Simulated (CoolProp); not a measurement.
A single-stage vapour-compression cycle with the fluid: evaporating at 314.15 K (dew point), condensing at 360.15 K (bubble point), superheat 8 K, subcooling 8 K, compressor efficiency 0.7, no pressure losses. The same conditions are run with several fluids, on thermodynamics alone (safety and materials aside).

The numbers come from the reference Helmholtz-energy equation of state of each fluid (R123: Younglove 1994; propane: Lemmon 2009; R141b: Lemmon 2006; n-perfluorohexane: Gao 2022; fluoroethane (R161): Wu 2012; n-butane: Bücker 2006) in CoolProp.

Q: Rank R123, propane, R141b, n-perfluorohexane, fluoroethane (R161), n-butane by cooling COP, highest first.

A: R141b (4.27), R123 (4.17), n-butane (3.96), n-perfluorohexane (3.58), fluoroethane (R161) (3.53), propane (3.27)

```csv
fluid,pressure ratio,discharge temperature (K),refrigerating effect (kJ/kg),volumetric capacity (kJ/m³)
R123,3.64,372.5,130,1250
propane,2.54,378.1,202,5890
R141b,3.65,378.8,179,1120
n-perfluorohexane,4.45,360.2,53.8,400
fluoroethane (R161),2.69,388.9,226,7050
n-butane,3.02,367.9,258,2410
```

The compression ends wet for: n-perfluorohexane.
